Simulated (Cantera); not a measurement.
Input: 1 mol SiC, 0.19 mol N2O, 1.4 mol N2, held at 0.0110 bar.

Cantera equilibrium calculation (NASA polynomials, part measured and part estimated; ideal gas, pure solids and liquids). Candidate condensed phases: C, Si, SiC, SiO2, Si2N2O, Si3N4; 34 gas species. Mutual solubility and eutectic melting of coexisting phases are not modelled. Equilibrium is a limit: real reactors are often held back by kinetics, nucleation or transport.

x: gas mole fraction; n: condensed amount in mol.

```tsv
T (K)	x N2	x CO	x SiO	x CO2	n C(graphite)	n Si2N2O(s)	n Si3N4(s)	n SiC(s)
1098	1.00	1.16e-7	<1e-12	<1e-12	1.00	0.190	0.207	0
1173	1.000	1.17e-6	2.95e-11	<1e-12	1.000	0.190	0.207	0
1248	1.000	8.90e-6	1.07e-9	<1e-12	1.000	0.190	0.207	0
1323	1.000	?	?	<1e-12	1.000	0.190	0.207	0
1398	1.000	0.000464	5.75e-7	4.14e-12	0.378	0.189	0	0.621
1473	0.991	?	?	?	?	0.177	0	0.645
1548	0.923	0.0765	0.000268	3.44e-8	0	0.0630	0	0.873
```

**Question.** What belongs in the gaps?

**Answer.** 
- 1473, x CO: 0.00892
- 1473, x SiO: 1.56e-5
- 1473, x CO2: 7.41e-10
- 1473, n C(graphite): 0.342
- 1323, x CO: 5.36e-5
- 1323, x SiO: 2.56e-8
